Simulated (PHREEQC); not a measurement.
# Nickel, zinc or cadmium bath (model solution)

Consider water at 40 °C with 0.003 mol ZnCl2, 0.21 mol Na2SO4 and 0.083 mol FeSO4 per kg of water. Closed to the air; pH follows from the charge balance.

Equilibrium calculation in PHREEQC: ion-association model, phreeqc.dat.

```json
{
  "pH": "5.92",
  "ionic_strength": "0.638 mol/kgw",
  "activity_of_water": "0.988",
  "specific_conductance": "38400 µS/cm",
  "density": "1.030 g/cm³"
}
```

```json
[
 {"species": "Na+", "molality": "0.355", "activity": "0.252", "log γ": "-0.149"},
 {"species": "SO4-2", "molality": "0.176", "activity": "0.0316", "log γ": "-0.747"},
 {"species": "NaSO4-", "molality": "0.0649", "activity": "0.0437", "log γ": "-0.172"},
 {"species": "FeSO4", "molality": "0.0486", "activity": "0.0563", "log γ": "0.064"},
 {"species": "Fe+2", "molality": "0.0343", "activity": "0.00773", "log γ": "-0.647"},
 {"species": "Cl-", "molality": "0.00594", "activity": "0.00373", "log γ": "-0.203"},
 {"species": "ZnSO4", "molality": "0.00113", "activity": "0.00131", "log γ": "0.064"},
 {"species": "Zn(SO4)2-2", "molality": "0.00102", "activity": "0.000302", "log γ": "-0.530"},
 {"species": "Zn+2", "molality": "0.000837", "activity": "0.000159", "log γ": "-0.721"}
]
```

This is a speciation only: nothing precipitates in the calculation. Constants without temperature data keep their 25 °C values here.
